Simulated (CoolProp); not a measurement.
Vapour-liquid equilibrium of R13 (1) + R113 (2) at -0.75 °C; x and y are mole fractions of (1).

Values from CoolProp's multi-fluid Helmholtz-energy mixture model, Platzer 1990 and Marx 1992; pair parameters Bell 2016. This equation is an older, rougher fit; its heat capacities, sound speeds and derivatives of the liquid may be far off and weren't checked against measurements.

### Question
Give the bubble pressure and the first vapour's composition at x = 0.05, 0.125, 0.35. Is there an azeotrope?

### Answer
x = 0.05: 0.1345 MPa, y = 0.891; x = 0.125: 0.3040 MPa, y = 0.952; x = 0.35: 0.7490 MPa, y = 0.981. No azeotrope shows between x = 0.05 and 0.95.

The pair parameters rest on a limited set of measurements; away from them the model extrapolates. The gap from Raoult's law changes sign with composition, which may be real or a fault of the pair parameters; it wasn't checked against measurements.
